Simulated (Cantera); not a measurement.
Diamond growth

A diamond (100) surface in a fixed gas of H2 with x(CH4) = 0.0099, x(H) = 0.0087, x(CH3) = 1.3e-05, at 1200 K; coverages are run to steady state.

Cantera simulation using the Harris–Goodwin 1993 mechanism for the reconstructed diamond (100) surface; the numbers are that mechanism's predictions, not measurements.

```tsv
P (Pa)	growth (µm/h)	θ c6HH	θ c6H*	θ c6*H	θ c6**	θ c6HM
330	0.00497	0.440	0.0384	0.491	0.0301	1.59e-5
550	0.0102	0.440	0.0384	0.491	0.0301	2.59e-5
950	0.0231	0.440	0.0384	0.491	0.0301	4.27e-5
1600	0.0520	0.440	0.0384	0.491	0.0301	6.69e-5
2800	0.126	0.440	0.0384	0.491	0.0301	0.000104
4700	0.281	0.440	0.0385	0.491	0.0301	0.000147
8000	0.615	0.440	0.0385	0.491	0.0301	0.000197
14000	1.32	0.440	0.0386	0.491	0.0302	0.000249
```
θ: site fractions in the mechanism's names (c6HH fully hydrogenated, c6H* and c6*H radical sites, c6** diradical, c6HM methylated).
